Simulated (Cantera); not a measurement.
Input: 1 mol Fe₂O₃, 0.19 mol SO₃, 0.068 mol O₂, 3.4 mol H₂S, equilibrated at 1400 °C and 13.0 bar.

Equilibrium computed with Cantera from the NASA thermochemical tables; the gas is ideal and each condensed phase is pure. Candidate condensed phases: Fe, FeO, Fe(OH)₂, Fe(OH)₃, FeS, FeSO₄, FeS₂, Fe₂O₃, Fe₂(SO₄)₃, Fe₃O₄, H₂O, H₂SO₄, S; 22 gas species. FeS: taken at fixed stoichiometry. Equilibrium is a limit: real reactors are often held back by kinetics, nucleation or transport.

Base state: H₂O 0.665, SO₂ 0.102, H₂S 0.0887, S₂ 0.0859, H₂ 0.0490, S₂O 0.00466, SO 0.00214, SH 0.00195 (mole fractions); condensed: FeS(l).

Task: What changes in the equilibrium state with this change: temperature from 1400 °C to 527 °C?

Result: 
| species | before | after |
|---|---|---|
| H₂O | 0.665 | 0.986 |
| H₂S | 0.0887 | 0.00878 |
| SO₂ | 0.102 | 0.00475 |
| S₂ | 0.0859 | 2.88e-5 |
| H₂ | 0.0490 | 0.000227 |
| Fe(OH)₂ | 1.36e-5 | <1e-9 |
| SO | 0.00214 | 4.52e-9 |
| SH | 0.00195 | 7.00e-9 |
| S | 2.01e-5 | <1e-9 |
| S₂O | 0.00466 | 3.37e-6 |
| FeS(l), mol | 2.00 | 0 |
| FeS₂(s), mol | 0 | 1.77 |
| Fe₃O₄(s), mol | 0 | 0.0761 |
